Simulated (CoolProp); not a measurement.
Vapour pressure (kPa) of methanol: the reference equation beside estimates from Tc = 240.2 °C, pc = 8216 kPa, ω = 0.565.

Values from CoolProp's reference Helmholtz-energy equation of state, de Reuck 1993.

```
T (°C)  reference  Lee-Kesler  Redlich-Kwong  Peng-Robinson
------  ---------  ----------  -------------  -------------
136.25      991.0        1012           1975           1016
141.75       1139        1163           2171           1168
147.35       1307        1334           2384           1339
152.95       1494        1523           2610           1530
158.55       1702        1732           2851           1741
164.05       1928        1958           3101           1970
169.65       2181        2211           3372           2226
175.25       2459        2488           3657           2507
180.85       2764        2792           3958           2815
```

Absolute difference from the reference over all 9 rows, mean and median: Lee-Kesler 1.7 and 1.8 %, Redlich-Kwong 69.1 and 67.5 %, Peng-Robinson 2.3 and 2.3 %.
